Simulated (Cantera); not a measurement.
A Cantera script and its output.

```python
import numpy as np
import cantera as ct

gas = ct.Solution("gri30.yaml")
gas.TPX = 823, 310000, {'CH4': 1, 'CO': 0.31, 'O2': 4.9, 'N2': 18.4, 'CO2': 4.5}
inlet = ct.Reservoir(gas, clone=True)
gas.equilibrate("HP")  # start burning
reactor = ct.IdealGasConstPressureReactor(gas, energy="on", clone=False)
exhaust = ct.Reservoir(gas, clone=True)
tau = [0.34, 0.13, 0.046, 0.017, 0.0061, 0.0022, 0.00081, 0.0003, 0.00011, 4e-05][0]
for a, b in ((inlet, reactor), (reactor, exhaust)):
    ct.MassFlowController(a, b, mdot=lambda t: reactor.mass / tau)
net = ct.ReactorNet([reactor])
show = ['CH4', 'CO', 'O2', 'C2H4', 'HO2', 'CH2O']

rows = []
print(f"{'tau/s':>10s}{'T/K':>9s}" + "".join(f"{s:>11s}" for s in show))
for tau in [0.34, 0.13, 0.046, 0.017, 0.0061, 0.0022, 0.00081, 0.0003, 0.00011, 4e-05]:
    net.initial_time = 0.0
    net.advance(30 * tau)
    before = gas.X
    net.advance(40 * tau)
    drift = np.max(np.abs(gas.X - before) / (gas.X + 1e-9))
    rows.append([gas.T, *gas[show].X, drift])
    print(f"{tau:10.3e}{gas.T:9.1f}" + "".join(f"{x:11.3e}" for x in gas[show].X))
```

Result:

```
     tau/s      T/K        CH4         CO         O2       C2H4        HO2       CH2O
 3.400e-01   1606.8  4.962e-06  1.173e-04  9.481e-02  1.946e-09  8.147e-07  4.847e-07
 1.300e-01   1605.6  9.614e-06  2.273e-04  9.485e-02  5.606e-09  1.453e-06  9.583e-07
 4.600e-02   1603.2  1.941e-05  4.656e-04  9.496e-02  1.568e-08  2.838e-06  1.990e-06
 1.700e-02   1598.9  3.807e-05  9.273e-04  9.518e-02  3.834e-08  5.464e-06  4.026e-06
 6.100e-03   1590.2  7.730e-05  1.892e-03  9.566e-02  9.030e-08  1.074e-05  8.421e-06
 2.200e-03   1572.6  1.642e-04  3.887e-03  9.672e-02  2.154e-07  2.115e-05  1.816e-05
 8.100e-04   1533.7  4.100e-04  8.328e-03  9.932e-02  7.193e-07  4.362e-05  4.411e-05
 3.000e-04    823.0  3.435e-02  1.065e-02  1.683e-01 -1.938e-17  7.644e-12  6.627e-13
 1.100e-04    823.0  3.435e-02  1.065e-02  1.683e-01  1.358e-20  2.798e-12  8.677e-14
 4.000e-05    823.0  3.435e-02  1.065e-02  1.683e-01  4.837e-22  1.009e-12  1.079e-14
```

Model: GRI-Mech 3.0 (53 species, 325 reactions), integrated in Cantera.
